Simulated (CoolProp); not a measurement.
A single-stage vapour-compression cycle with R113: evaporating at 306.15 K (dew point), condensing at 345.15 K (bubble point), superheat 2 K, subcooling 8 K, compressor efficiency 0.7, no pressure losses. Each further row changes one setting.

Values from CoolProp's reference Helmholtz-energy equation of state, Marx 1992.

```csv
case,cooling COP,pressure ratio,discharge temperature (K),refrigerating effect (kJ/kg),volumetric capacity (kJ/m³)
as stated,4.98,3.50,347.2,121,554
evaporating temperature 311.15 K,___,2.92,___,124,673
condensing temperature 340.15 K,5.85,3.04,342.7,126,576
subcooling 13 K,___,3.50,347.2,126,575
superheat 12 K,5.05,3.50,357.8,128,564
compressor efficiency 0.6,___,3.50,352.8,121,554
```

### Question
What belongs in the gaps?

### Answer

- evaporating temperature 311.15 K, cooling COP: 5.93
- evaporating temperature 311.15 K, discharge temperature (K): 346.9
- subcooling 13 K, cooling COP: 5.18
- compressor efficiency 0.6, cooling COP: 4.27
